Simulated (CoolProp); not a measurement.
Saturated liquid density (kg/m³) of methanol: the reference equation beside estimates from Tc = 513.4 K, pc = 82.16 bar, ω = 0.565.

Computed with CoolProp (reference Helmholtz-energy equation of state, de Reuck 1993).

```json
[
 {"T (K)": "383.6", "reference": "698.9", "van der Waals": "336.8", "Redlich-Kwong": "483.3", "Soave-Redlich-Kwong": "530.3"},
 {"T (K)": "396.1", "reference": "683.6", "van der Waals": "328.4", "Redlich-Kwong": "468.1", "Soave-Redlich-Kwong": "515.5"},
 {"T (K)": "408.6", "reference": "667.1", "van der Waals": "319.4", "Redlich-Kwong": "452.0", "Soave-Redlich-Kwong": "499.3"},
 {"T (K)": "421.1", "reference": "649.3", "van der Waals": "309.9", "Redlich-Kwong": "434.8", "Soave-Redlich-Kwong": "481.6"},
 {"T (K)": "433.6", "reference": "629.7", "van der Waals": "299.6", "Redlich-Kwong": "416.2", "Soave-Redlich-Kwong": "462.0"},
 {"T (K)": "446.1", "reference": "607.8", "van der Waals": "288.5", "Redlich-Kwong": "396.2", "Soave-Redlich-Kwong": "440.2"},
 {"T (K)": "458.6", "reference": "583.1", "van der Waals": "276.2", "Redlich-Kwong": "374.2", "Soave-Redlich-Kwong": "415.6"},
 {"T (K)": "471.1", "reference": "554.4", "van der Waals": "262.4", "Redlich-Kwong": "349.6", "Soave-Redlich-Kwong": "387.4"},
 {"T (K)": "483.6", "reference": "519.5", "van der Waals": "246.4", "Redlich-Kwong": "321.4", "Soave-Redlich-Kwong": "354.0"}
]
```

Absolute difference from the reference over all 9 rows, mean and median: van der Waals 52.3 and 52.4 %, Redlich-Kwong 34.1 and 33.9 %, Soave-Redlich-Kwong 27.2 and 26.6 %.
